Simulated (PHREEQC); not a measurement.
## Brine: an equilibrium model

Make-up at 25 °C: 160 mmol/kgw NaCl, 0.25 mmol/kgw Na2SO4 and 0.0018 mmol/kgw H4SiO4. Closed to the air; pH follows from the charge balance.

Equilibrium calculation in PHREEQC: Pitzer model, pitzer.dat.

Each row changes one thing in this solution. No solid was allowed to form.

```csv
case,pH,H3SiO4- (mol/kgw),SI of SiO2(a) (SiO2),SI of Halite (NaCl)
as made,6.97,3.72e-9,-3.07,-3.43
0.0093 mol/kgw NaHCO3 added,8.03,4.24e-8,-3.08,-3.41
diluted 10-fold with water,7.00,3.01e-10,-4.08,-5.28
Na2SO4 left out,6.97,3.71e-9,-3.07,-3.43
H4SiO4 from 1.8e-06 to 3.6e-06 mol/kgw,6.97,7.34e-9,-2.77,-3.43
Na2SO4 from 0.00025 to 0.000225 mol/kgw,6.97,3.72e-9,-3.07,-3.43
Na2SO4 from 0.00025 to 0.0025 mol/kgw,6.98,3.85e-9,-3.07,-3.42
```

Complexes and solids missing from the database can't appear.
